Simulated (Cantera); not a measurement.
## V₂O₃ + H₂ + H₂O (hydrogen reduction and annealing atmospheres)

Input: 1 mol V₂O₃, a varied amount of H₂, 5.4 mol H₂O, at 1748 K and 0.00250 bar.

These are equilibrium values from Cantera (NASA tables, ideal gas, pure condensed phases), not measurements of a reactor. Candidate condensed phases: H₂O, V, VO, V₂O₃, V₂O₄, V₂O₅; 12 gas species. Mutual solubility and eutectic melting of coexisting phases are not modelled. VO: taken at fixed stoichiometry. Condensed phases not in the tables: the oxides between V₂O₃ and V₂O₅ other than VO₂. The numbers say what is thermodynamically allowed, not how fast it happens.

From 37 mol H₂ to 410 mol H₂ the condensed part is V₂O₃(s). At 490 mol H₂ the condensed part is VO(s) + V₂O₃(s). From 560 mol H₂ to 720 mol H₂ the condensed part is VO(s). The main V-bearing gas is VO₂ throughout.

```
n(H₂) (mol)   x H₂    x H₂O      x H     x VO₂     x OH     x VO  n V₂O₃(s)  n VO(s)
-----------  -----  -------  -------  --------  -------  -------  ---------  -------
37           0.869    0.127  0.00426  0.000210  3.63e-5  2.46e-6      0.995        0
110          0.949   0.0466  0.00445  0.000122  1.28e-5  4.24e-6      0.993        0
190          0.968   0.0275  0.00450   9.28e-5  7.46e-6  5.58e-6      0.990        0
260          0.975   0.0203  0.00451   7.93e-5  5.47e-6  6.52e-6      0.989        0
340          0.980   0.0156  0.00452   6.93e-5  4.19e-6  7.46e-6      0.987        0
410          0.982   0.0129  0.00453   6.31e-5  3.48e-6  8.20e-6      0.985        0
490          0.984   0.0117  0.00453   6.00e-5  3.15e-6  8.62e-6      0.555    0.856
560          0.984   0.0112  0.00453   5.76e-5  3.02e-6  8.62e-6          0     1.96
640          0.986  0.00984  0.00454   5.04e-5  2.64e-6  8.62e-6          0     1.96
720          0.987  0.00876  0.00454   4.48e-5  2.35e-6  8.62e-6          0     1.96
```
x: gas mole fraction; n: condensed amount in mol.
